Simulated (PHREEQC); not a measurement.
Consider water at 20 °C with 4.8 mmol/kgw CdSO4, 0.58 mmol/kgw KCl and 0.043 mmol/kgw H2SO4. Closed to the air; pH follows from the charge balance.

Model: ion-association model, phreeqc.dat, run in PHREEQC.

Precipitation was switched off in this run.

Q: Order these Cd species by the share of Cd that they hold, largest first: CdSO4, CdCl+, Cd+2, Cd(SO4)2-2.

A: Cd+2 (71 %), CdSO4 (26 %), CdCl+ (2.0 %), Cd(SO4)2-2 (1.0 %)

The pH is 4.19 and the ionic strength 0.0144 mol/kgw. Species that the database lacks are ignored.
